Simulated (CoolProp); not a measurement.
The numbers come from the reference Helmholtz-energy equation of state, Lemmon 2016 in CoolProp.

### Question
For R115, give the phase and the cp (kJ/(kg K)), cv (kJ/(kg K)), speed of sound (m/s) at 247.7 K and 0.0453 MPa; 247.7 K and 0.0705 MPa; 247.7 K and 0.645 MPa.

### Answer
- 247.7 K and 0.0453 MPa: gas; cp 0.649, cv 0.591, speed of sound 119
- 247.7 K and 0.0705 MPa: gas; cp 0.653, cv 0.593, speed of sound 118
- 247.7 K and 0.645 MPa: liquid; cp 0.959, cv 0.648, speed of sound 558
